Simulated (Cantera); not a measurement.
Input: 1 mol SiF₄, 0.043 mol C₃H₈, 190 mol H₂, held at 1173.15 K and 1330 Pa.

Cantera's Mixture.equilibrate('TP', solver="vcs", rtol=1e-11, max_steps=5000) on the NASA tables stopped like this:

```
ERROR: FAILURE its = 5001!

*******************************************************************************
CanteraError thrown by MultiPhase::equilibrate:
VCS solver failed. Return code: -1
*******************************************************************************
```

Task: What got this run through?

Result: This is not unique; one that fits is The failure is numerical, not chemical. The same input converged with solver="gibbs", rtol=1e-10, max_steps=50000, and the result passed a check of the equilibrium conditions:
```
T = 1173.15 K  P = 1333.22 Pa  gas = 191.2 mol
   x: H2 9.938e-01  SiF4 4.871e-03  HF 8.422e-04  CH4 2.559e-04  SiHF3 1.385e-04  SiF3 5.957e-05  SiH2F2 1.950e-06  H 1.021e-06
   condensed (mol): C(gr) 0.04955  SiC(b) 0.03051
```

The gas is ideal and each condensed phase is pure. The tables' values for SiF3 are old estimates; treat these amounts as uncertain.
